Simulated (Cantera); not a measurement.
An adiabatic, constant-pressure homogeneous reactor starts with C3H8 : O2 : N2 = 1 : 8.06 : 30.3 (molar parts), equivalence ratio 0.62, at 1025 K and 5.00 bar. Integrator tolerance rtol = 1e-08.

Detailed kinetics in Cantera: GRI-Mech 3.0 (53 species, 325 reactions). GRI-Mech 3.0 was tuned for natural gas; its chemistry of propane as a main component is partial and can be far from experiment.

Problem. What does this change do: pressure from 5.00 bar to 10.0 bar?

Solution. 
```json
[
 {"quantity": "time of steepest temperature rise", "before": "78.2 ms", "after": "39.3 ms"},
 {"quantity": "temperature at 0.500 s", "before": "2296 K", "after": "2302 K"},
 {"quantity": "equilibrium temperature", "before": "2296 K", "after": "2302 K"},
 {"quantity": "x(C3H8) at 0.500 s", "before": "<1e-12 (gas-phase equilibrium <1e-12)", "after": "<1e-12 (gas-phase equilibrium <1e-12)"},
 {"quantity": "x(O2) at 0.500 s", "before": "0.0709 (gas-phase equilibrium 0.0709)", "after": "0.0709 (gas-phase equilibrium 0.0709)"},
 {"quantity": "x(CH2CO) at 0.500 s", "before": "<1e-12 (gas-phase equilibrium <1e-12)", "after": "<1e-12 (gas-phase equilibrium <1e-12)"},
 {"quantity": "x(H2) at 0.500 s", "before": "0.000331 (gas-phase equilibrium 0.000331)", "after": "0.000243 (gas-phase equilibrium 0.000243)"},
 {"quantity": "x(CH3) at 0.500 s", "before": "<1e-12 (gas-phase equilibrium <1e-12)", "after": "<1e-12 (gas-phase equilibrium <1e-12)"},
 {"quantity": "x(C2H4) at 0.500 s", "before": "<1e-12 (gas-phase equilibrium <1e-12)", "after": "<1e-12 (gas-phase equilibrium <1e-12)"}
]
```
